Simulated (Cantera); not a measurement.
What does this Cantera script print?

```python
import numpy as np
import cantera as ct

gas = ct.Solution("h2o2.yaml")
gas.TPX = 1125, 2666, {'H2': 0.037, 'O2': 1}
reactor = ct.IdealGasConstPressureReactor(gas, energy="off", clone=False)
net = ct.ReactorNet([reactor])
net.rtol, net.atol = 1e-08, 1e-18
show = ['H2', 'O2', 'OH', 'H2O', 'H', 'H2O2', 'O']
times = np.geomspace(0.0005, 200, 15)

steps = ct.SolutionArray(gas, extra=["t"])
rows = []
print(f"{'t/s':>10s}{'T/K':>9s}{'P/Pa':>11s}" + "".join(f"{s:>11s}" for s in show))
for t in times:
    while net.time < t:
        t_next = net.step()
        steps.append(gas.state, t=t_next)
    rows.append([np.interp(t, steps.t, y) for y in (steps.T, steps.P, *steps(*show).X.T)])
    print(f"{t:10.3e}{rows[-1][0]:9.1f}{rows[-1][1]:11.4g}" + "".join(f"{x:11.3e}" for x in rows[-1][2:]))
rate = np.gradient(steps.T, steps.t)
print("integrator steps:", len(steps.t))
if steps.T.max() > steps.T[0] + 200:
    print(f"time of steepest temperature rise: {steps.t[rate.argmax()]:.4e} s")
gas.TPX = 1125, 2666, {'H2': 0.037, 'O2': 1}
gas.equilibrate("TP")
print(f"equilibrium (TP): T = {gas.T:.1f} K  " + "  ".join(f"{s} {gas[s].X[0]:.3e}" for s in show))
```

It prints:

```
       t/s      T/K       P/Pa         H2         O2         OH        H2O          H       H2O2          O
 5.000e-04   1125.0       2666  3.568e-02  9.643e-01  4.506e-08  9.743e-08  2.918e-08  5.261e-12  7.427e-08
 1.256e-03   1125.0       2666  3.561e-02  9.643e-01  2.347e-05  5.459e-05  1.512e-05  2.328e-10  3.896e-05
 3.157e-03   1125.0       2666  1.114e-03  9.405e-01  2.553e-03  3.069e-02  5.390e-03  2.285e-07  1.971e-02
 7.933e-03   1125.0       2666  3.164e-04  9.486e-01  1.538e-03  3.383e-02  2.170e-03  1.361e-07  1.351e-02
 1.993e-02   1125.0       2666  1.279e-04  9.576e-01  9.704e-04  3.532e-02  5.451e-04  1.310e-07  5.430e-03
 5.008e-02   1125.0       2666  3.180e-05  9.621e-01  4.845e-04  3.599e-02  6.811e-05  1.057e-07  1.365e-03
 1.258e-01   1125.0       2666  6.020e-06  9.633e-01  2.143e-04  3.620e-02  5.857e-06  6.440e-08  2.658e-04
 3.162e-01   1125.0       2666  1.125e-06  9.636e-01  9.463e-05  3.628e-02  4.992e-07  2.996e-08  5.133e-05
 7.946e-01   1125.0       2666  2.404e-07  9.636e-01  4.460e-05  3.630e-02  5.196e-08  1.181e-08  1.134e-05
 1.997e+00   1125.0       2666  6.116e-08  9.637e-01  2.283e-05  3.632e-02  6.958e-09  4.376e-09  2.967e-06
 5.017e+00   1125.0       2666  1.807e-08  9.637e-01  1.254e-05  3.632e-02  1.153e-09  1.617e-09  8.952e-07
 1.261e+01   1125.0       2666  5.966e-09  9.637e-01  7.249e-06  3.632e-02  2.232e-10  6.098e-10  2.996e-07
 3.168e+01   1125.0       2666  2.156e-09  9.637e-01  4.375e-06  3.633e-02  4.914e-11  2.398e-10  1.092e-07
 7.959e+01   1125.0       2666  9.101e-10  9.637e-01  2.847e-06  3.633e-02  1.360e-11  1.078e-10  4.629e-08
 2.000e+02   1125.0       2666  5.801e-10  9.637e-01  2.271e-06  3.633e-02  6.956e-12  7.156e-11  2.948e-08
integrator steps: 2137
equilibrium (TP): T = 1125.0 K  H2 5.499e-10  O2 9.637e-01  OH 2.211e-06  H2O 3.633e-02  H 6.424e-12  H2O2 6.821e-11  O 2.793e-08
```

Model: the H2/O2 subset of GRI-Mech 3.0, which has no nitrogen chemistry, integrated in Cantera. Radical loss at walls, strong at low pressure, is not modelled. The temperature is held fixed by assumption; the heat of reaction is taken as removed at once.
